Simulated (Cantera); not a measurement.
Source: NASA polynomial tables (part measured, part estimated), evaluated in Cantera. Values are per mole of reaction as written; species without (g) are pure solids or liquids, kept so even where they would boil at 1 bar.

SiC2(g) → Si + 2 C

| T (K) | ΔH° (kJ) | ΔS° (J/K) | ΔG° (kJ) | log10 K |
|---|---|---|---|---|
| 373 | -615.5 | -207.9 | -538.0 | 75.34 |
| 473 | … | … | … | … |
| 573 | -615.5 | -207.9 | -496.3 | 45.25 |
| 673 | -614.9 | -207.1 | -475.6 | 36.91 |
| 773 | … | … | … | … |
| 873 | -613.2 | -204.8 | -434.4 | 25.99 |
| 973 | -612.1 | -203.6 | -414.0 | 22.22 |

Task: Fill in the missing entries.

Result: 
- 473, ΔH° (kJ): -615.7
- 473, ΔS° (J/K): -208.4
- 473, ΔG° (kJ): -517.2
- 473, log10 K: 57.11
- 773, ΔH° (kJ): -614.2
- 773, ΔS° (J/K): -206.0
- 773, ΔG° (kJ): -454.9
- 773, log10 K: 30.74
